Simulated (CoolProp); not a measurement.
n-dodecane along the isotherm 346.85 °C: Z from the reference equation and from simpler models built on Tc = 385.0 °C, pc = 18.18 bar, ω = 0.574; each cubic takes its own stable root.

Computed with CoolProp (reference Helmholtz-energy equation of state, Lemmon 2004). It is a short technical equation, of lower accuracy than the large ones.

```csv
p (bar),phase,reference,Redlich-Kwong,Soave-Redlich-Kwong,Peng-Robinson
22.7,liquid,0.1669,0.2239,0.2098,0.1865
45.4,liquid,0.3158,0.3967,0.3825,0.3410
68.2,liquid,0.4577,0.5581,0.5435,0.4854
90.9,liquid,0.5940,0.7112,0.6964,0.6227
114,liquid,0.7289,0.8616,0.8467,0.7578
136,liquid,0.8544,1.001,0.9861,0.8833
159,liquid,0.9832,1.144,1.129,1.012
182,liquid,1.110,1.284,1.269,1.138
```
